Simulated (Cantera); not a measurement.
**SiCl4 + N2O (silicon oxide and oxynitride deposition)**

A closed system holds: 1 mol SiCl4, a varied amount of N2O, held at 525 °C and 133 Pa.

Method: chemical equilibrium by Gibbs-energy minimisation in Cantera with the NASA 1993 tables (ideal gas, pure condensed phases). Candidate condensed phases: Si, SiO2, Si2N2O, Si3N4; 23 gas species. Kinetics and transport are ignored.

| n(N2O) (mol) | x N2 | x Cl2 | x SiCl4 | x O2 | x Cl | x NO | n SiO2(α-quartz) |
|---|---|---|---|---|---|---|---|
| 0.45 | 0.269 | 0.269 | 0.463 | <1e-12 | 0.000127 | <1e-12 | 0.225 |
| 0.68 | 0.337 | 0.337 | 0.327 | <1e-12 | 0.000142 | <1e-12 | 0.340 |
| 1 | 0.400 | 0.400 | 0.200 | <1e-12 | 0.000155 | <1e-12 | 0.500 |
| 1.6 | 0.471 | 0.470 | 0.0588 | <1e-12 | 0.000168 | <1e-12 | 0.800 |
| 2.4 | 0.522 | 0.435 | <1e-12 | 0.0435 | 0.000161 | 7.17e-7 | 1.00 |
| 3.7 | 0.565 | 0.305 | <1e-12 | 0.130 | 0.000135 | 1.29e-6 | 1.00 |
| 5.6 | 0.596 | 0.213 | <1e-12 | 0.191 | 0.000113 | 1.61e-6 | 1.00 |
| 8.6 | 0.619 | 0.144 | <1e-12 | 0.237 | 9.27e-5 | 1.82e-6 | 1.00 |
| 13 | 0.634 | 0.0975 | <1e-12 | 0.268 | 7.63e-5 | 1.96e-6 | 1.00 |
x: gas mole fraction; n: condensed amount in mol.

From 0.45 mol N2O to 13 mol N2O the condensed part is SiO2(α-quartz).
